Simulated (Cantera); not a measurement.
Cantera run:

```python
import numpy as np
import cantera as ct

gas_names = [...]  # 91 gases of nasa_gas.yaml made of C, Cl, H
cond_names = """
    C(gr) C6H6(L) C7H8(L) C8H18(L),n-octa
""".split()


# ... load() reads the species with a 1 bar reference pressure and builds the phases ...
atoms = {
    'CH3Cl': {'C': 1, 'H': 3, 'CL': 1},
}
top_T = {'C(gr)': 4500}  # K; cautious upper limits of use, not melting points


# ... equilibrate(T, P, feed) seeds the gas with the atoms and calls Mixture.equilibrate('TP', solver="vcs", rtol=1e-11, max_steps=5000) ...
results = []
feed = {'CH3Cl': 1}  # mol
P = 100000  # Pa
for T in [1700, 1850, 2000, 2150, 2300, 2450, 2600]:
    mix = equilibrate(T, P, feed)
    results.append((T, P, feed, dict(zip(mix.species_names, mix.species_moles))))
    x = sorted(zip(gas.X, gas.species_names), reverse=True)
    print(f"T = {T:g} K  P = {P:g} Pa  gas = {mix.phase_moles(0):.4g} mol")
    print("   x: " + "  ".join(f"{s} {v:.3e}" for v, s in x if v > 1e-05))
    print("   condensed (mol): " + ("  ".join(f"{mix.phase(i).name} {mix.phase_moles(i):.4g}"
          for i in range(1, mix.n_phases) if mix.phase_moles(i) > 1e-12) or "none"))
```

It prints:

```
T = 1700 K  P = 100000 Pa  gas = 2 mol
   x: HCL 5.000e-01  H2 4.995e-01  CH4 2.733e-04  H 1.041e-04  CL 8.105e-05  C2H2,acetylene 3.666e-05
   condensed (mol): C(gr) 0.9993
T = 1850 K  P = 100000 Pa  gas = 2 mol
   x: HCL 4.996e-01  H2 4.994e-01  H 3.807e-04  CL 2.894e-04  CH4 1.633e-04  C2H2,acetylene 1.306e-04
   condensed (mol): C(gr) 0.9991
T = 2000 K  P = 100000 Pa  gas = 2.002 mol
   x: H2 4.988e-01  HCL 4.987e-01  H 1.149e-03  CL 8.552e-04  C2H2,acetylene 3.832e-04  CH4 1.056e-04
   condensed (mol): C(gr) 0.9982
T = 2150 K  P = 100000 Pa  gas = 2.005 mol
   x: H2 4.972e-01  HCL 4.966e-01  H 2.974e-03  CL 2.173e-03  C2H2,acetylene 9.632e-04  CH4 7.260e-05
   condensed (mol): C(gr) 0.9959
T = 2300 K  P = 100000 Pa  gas = 2.012 mol
   x: H2 4.939e-01  HCL 4.922e-01  H 6.801e-03  CL 4.881e-03  C2H2,acetylene 2.134e-03  CH4 5.222e-05  C2HCL 1.714e-05  CH3 1.351e-05
   condensed (mol): C(gr) 0.9912
T = 2450 K  P = 100000 Pa  gas = 2.024 mol
   x: H2 4.876e-01  HCL 4.841e-01  H 1.403e-02  CL 9.887e-03  C2H2,acetylene 4.254e-03  C2HCL 4.457e-05  CH4 3.874e-05  CH3 2.028e-05  C4H2 1.530e-05  CL2 1.073e-05
   condensed (mol): C(gr) 0.9823
T = 2600 K  P = 100000 Pa  gas = 2.046 mol
   x: H2 4.768e-01  HCL 4.703e-01  H 2.650e-02  CL 1.832e-02  C2H2,acetylene 7.733e-03  C2HCL 1.022e-04  C4H2 5.196e-05  C2H 3.783e-05  CH4 2.922e-05  CH3 2.853e-05  CL2 1.784e-05
   condensed (mol): C(gr) 0.9672
```

Cantera equilibrium calculation (NASA polynomials, part measured and part estimated; ideal gas, pure solids and liquids).
